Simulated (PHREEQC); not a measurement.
A solution holds 0.063 mol/kgw H2SO4, 0.18 mol/kgw CuSO4 and 0.00063 mol/kgw KCl, at 90 °C. Closed to the air; pH follows from the charge balance.

Computed with PHREEQC (ion-association model, wateq4f.dat).

Each row changes one thing in this solution. Precipitation was switched off in this run.

```json
[
 {"case": "as made", "pH": "1.92", "ionic strength (mol/kgw)": "0.397", "HSO4- (mol/kgw)": "0.110", "Cu+2 (mol/kgw)": "0.107", "CuSO4 (mol/kgw)": "0.0730", "SO4-2 (mol/kgw)": "0.0599", "SI of Chalcanthite (CuSO4:5H2O)": "-1.13", "SI of Tenorite (CuO)": "-3.40"},
 {"case": "CuSO4 from 0.18 to 0.36 mol/kgw", "pH": "2.16", "ionic strength (mol/kgw)": "0.706", "HSO4- (mol/kgw)": "0.117", "Cu+2 (mol/kgw)": "0.187", "CuSO4 (mol/kgw)": "0.172", "SO4-2 (mol/kgw)": "0.134", "SI of Chalcanthite (CuSO4:5H2O)": "-0.73", "SI of Tenorite (CuO)": "-2.75"},
 {"case": "CuSO4 from 0.18 to 0.162 mol/kgw", "pH": "1.88", "ionic strength (mol/kgw)": "0.366", "HSO4- (mol/kgw)": "0.109", "Cu+2 (mol/kgw)": "0.0982", "CuSO4 (mol/kgw)": "0.0635", "SO4-2 (mol/kgw)": "0.0528", "SI of Chalcanthite (CuSO4:5H2O)": "-1.19", "SI of Tenorite (CuO)": "-3.50"},
 {"case": "0.22 mol/kgw Rb2SO4 added", "pH": "2.37", "ionic strength (mol/kgw)": "0.924", "HSO4- (mol/kgw)": "0.120", "Cu+2 (mol/kgw)": "0.0785", "CuSO4 (mol/kgw)": "0.101", "SO4-2 (mol/kgw)": "0.241", "SI of Chalcanthite (CuSO4:5H2O)": "-0.96", "SI of Tenorite (CuO)": "-2.76"},
 {"case": "H2SO4 from 0.063 to 0.63 mol/kgw", "pH": "0.46", "ionic strength (mol/kgw)": "0.998", "HSO4- (mol/kgw)": "0.774", "Cu+2 (mol/kgw)": "0.164", "CuSO4 (mol/kgw)": "0.0160", "SO4-2 (mol/kgw)": "0.0197", "SI of Chalcanthite (CuSO4:5H2O)": "-1.77", "SI of Tenorite (CuO)": "-6.27"},
 {"case": "KCl left out", "pH": "1.92", "ionic strength (mol/kgw)": "0.397", "HSO4- (mol/kgw)": "0.110", "Cu+2 (mol/kgw)": "0.107", "CuSO4 (mol/kgw)": "0.0731", "SO4-2 (mol/kgw)": "0.0599", "SI of Chalcanthite (CuSO4:5H2O)": "-1.13", "SI of Tenorite (CuO)": "-3.40"},
 {"case": "temperature from 90 to 50 °C", "pH": "1.61", "ionic strength (mol/kgw)": "0.401", "HSO4- (mol/kgw)": "0.0939", "Cu+2 (mol/kgw)": "0.0998", "CuSO4 (mol/kgw)": "0.0800", "SO4-2 (mol/kgw)": "0.0690", "SI of Chalcanthite (CuSO4:5H2O)": "-0.89", "SI of Tenorite (CuO)": "-5.14"},
 {"case": "CuSO4 from 0.18 to 0.018 mol/kgw", "pH": "1.35", "ionic strength (mol/kgw)": "0.107", "HSO4- (mol/kgw)": "0.0707", "Cu+2 (mol/kgw)": "0.0146", "CuSO4 (mol/kgw)": "0.00327", "SO4-2 (mol/kgw)": "0.00700", "SI of Chalcanthite (CuSO4:5H2O)": "-2.50", "SI of Tenorite (CuO)": "-5.21"},
 {"case": "temperature from 90 to 40 °C", "pH": "1.55", "ionic strength (mol/kgw)": "0.406", "HSO4- (mol/kgw)": "0.0893", "Cu+2 (mol/kgw)": "0.0987", "CuSO4 (mol/kgw)": "0.0813", "SO4-2 (mol/kgw)": "0.0723", "SI of Chalcanthite (CuSO4:5H2O)": "-0.83", "SI of Tenorite (CuO)": "-5.58"}
]
```

The ionic strength passes 0.7 mol/kgw, the rough limit of the ion-association models, in CuSO4 from 0.18 to 0.36 mol/kgw; 0.22 mol/kgw Rb2SO4 added; H2SO4 from 0.063 to 0.63 mol/kgw. Species that the database lacks are ignored. Away from 25 °C the constants follow the database's enthalpies or fits; those with neither stay at their 25 °C values.
